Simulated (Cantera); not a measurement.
A perfectly stirred reactor is fed with C2H6 : N2 = 1 : 1.8 (molar parts), at 0.109 atm; it is held at 1025 K, and followed from long to short residence time.

Detailed kinetics in Cantera: GRI-Mech 3.0 (53 species, 325 reactions). GRI-Mech 3.0 stops at C3 and has no aromatics, soot or wall deposition, so with more carbon than oxygen in the feed, carbon stays in small species such as C2H2 where larger ones or solid carbon would form.

### Question
What does this change do: N2 1.8 to 1.3 parts?

### Answer
| quantity | before | after |
|---|---|---|
| x(C2H6) at τ = 0.550 s | 0.278 | 0.332 |
| x(C2H2) at τ = 0.550 s | 0.000405 | 0.000466 |
| x(H2) at τ = 0.550 s | 0.0557 | 0.0686 |
| x(C2H4) at τ = 0.550 s | 0.0562 | 0.0694 |
| x(CH2) at τ = 0.550 s | <1e-12 | <1e-12 |
| x(C2H6) at τ = 10.0 ms | 0.357 | 0.434 |
| x(C2H2) at τ = 10.0 ms | 4.02e-8 | 5.91e-8 |
| x(H2) at τ = 10.0 ms | 0.000374 | 0.000501 |
| x(C2H4) at τ = 10.0 ms | 0.000376 | 0.000504 |
| x(CH2) at τ = 10.0 ms | <1e-12 | <1e-12 |

### Question
What does this change do: N2 1.8 to 0.3 parts?

### Answer
```json
[
 {"quantity": "x(C2H6) at τ = 0.550 s", "before": "0.278", "after": "0.542"},
 {"quantity": "x(C2H2) at τ = 0.550 s", "before": "0.000405", "after": "0.000696"},
 {"quantity": "x(H2) at τ = 0.550 s", "before": "0.0557", "after": "0.124"},
 {"quantity": "x(C2H4) at τ = 0.550 s", "before": "0.0562", "after": "0.125"},
 {"quantity": "x(CH2) at τ = 0.550 s", "before": "<1e-12", "after": "<1e-12"},
 {"quantity": "x(C2H6) at τ = 10.0 ms", "before": "0.357", "after": "0.767"},
 {"quantity": "x(C2H2) at τ = 10.0 ms", "before": "4.02e-8", "after": "1.91e-7"},
 {"quantity": "x(H2) at τ = 10.0 ms", "before": "0.000374", "after": "0.00121"},
 {"quantity": "x(C2H4) at τ = 10.0 ms", "before": "0.000376", "after": "0.00122"},
 {"quantity": "x(CH2) at τ = 10.0 ms", "before": "<1e-12", "after": "<1e-12"}
]
```

### Question
What does this change do: N2 1.8 to 0.76 parts?

### Answer
```csv
quantity,before,after
x(C2H6) at τ = 0.550 s,0.278,0.420
x(C2H2) at τ = 0.550 s,0.000405,0.000564
x(H2) at τ = 0.550 s,0.0557,0.0908
x(C2H4) at τ = 0.550 s,0.0562,0.0920
x(CH2) at τ = 0.550 s,<1e-12,<1e-12
x(C2H6) at τ = 10.0 ms,0.357,0.567
x(C2H2) at τ = 10.0 ms,4.02e-8,1.02e-7
x(H2) at τ = 10.0 ms,0.000374,0.000754
x(C2H4) at τ = 10.0 ms,0.000376,0.000759
x(CH2) at τ = 10.0 ms,<1e-12,<1e-12
```
